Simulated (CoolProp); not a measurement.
Decamethylcyclopentasiloxane (D5) along the isobar 0.764 MPa: fugacity coefficient from the reference equation and from simpler models built on Tc = 345.1 °C, pc = 1.078 MPa, ω = 0.631; each cubic takes its own stable root.

The numbers come from the reference Helmholtz-energy equation of state, Thol 2019 in CoolProp.

```csv
T (°C),phase,reference,van der Waals,Redlich-Kwong,Soave-Redlich-Kwong,Peng-Robinson
214.25,liquid,0.1415,0.4462,0.2895,0.1434,0.1413
226.35,liquid,0.1809,0.4878,0.3360,0.1838,0.1804
238.35,liquid,0.2267,0.5302,0.3853,0.2308,0.2259
250.45,liquid,0.2796,0.5738,0.4379,0.2854,0.2786
262.45,liquid,0.3388,0.6176,0.4927,0.3466,0.3378
274.55,liquid,0.4050,0.6621,0.5498,0.4152,0.4040
286.55,liquid,0.4768,0.7060,0.6079,0.4894,0.4757
298.65,liquid,0.5544,0.7422,0.6670,0.5694,0.5530
310.65,liquid,0.6354,0.7562,0.7204,0.6520,0.6331
334.75,gas,0.7364,0.7807,0.7536,0.7485,0.7291
346.85,gas,0.7570,0.7916,0.7680,0.7688,0.7492
```

At some of these states van der Waals, Redlich-Kwong gives the other phase, because its saturation line lies elsewhere.
